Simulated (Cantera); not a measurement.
Input: 1 mol C3H6, 2.2 mol H2, 3.2 mol N2, at 2548.15 K and 1.20 mbar.

Method: chemical equilibrium by Gibbs-energy minimisation in Cantera with the NASA 1993 tables (ideal gas, pure condensed phases). Candidate condensed phases: C, C6H6, C7H8, C8H18; 92 gas species. The numbers say what is thermodynamically allowed, not how fast it happens.

Base state: H 0.442, N2 0.283, H2 0.245, HCN 0.0210, C2H2 (acetylene) 0.00323, HNC 0.00259, CN 0.00234, C3 0.000863 (mole fractions); condensed: C(graphite).

### Question
What changes in the equilibrium state with this change: pressure from 1.20 mbar to 1.00 bar?

### Answer
```tsv
species	before	after
H2	0.245	0.572
N2	0.283	0.356
HCN	0.0210	0.0360
H	0.442	0.0234
CH4	9.97e-9	4.55e-5
C	0.000265	3.19e-7
C2	8.03e-5	9.63e-8
C(graphite), mol	2.61	2.52
```
